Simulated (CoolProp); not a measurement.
Properties of propylene glycol at several states (Tc = 674.0 K, pc = 72.92 bar, ω = 0.327).

The numbers come from the reference Helmholtz-energy equation of state, Eisenbach 2021 in CoolProp.

```
T (K)  p (bar)   phase  density (kg/m³)  Joule-Thomson coefficient (K/MPa)  expansivity (1/kK)
-----  -------  ------  ---------------  ---------------------------------  ------------------
612       1.97     gas            2.985                                  …               1.721
411.5    0.168     gas           0.3756                              24.69               2.479
376.5     1.56  liquid            970.2                            -0.2372                   …
391.6     2.77  liquid                …                            -0.2246                   …
```

Task: What belongs in the gaps?

Result: 
- 612, Joule-Thomson coefficient (K/MPa): 6.010
- 376.5, expansivity (1/kK): 0.8678
- 391.6, density (kg/m³): 957.4
- 391.6, expansivity (1/kK): 0.9029
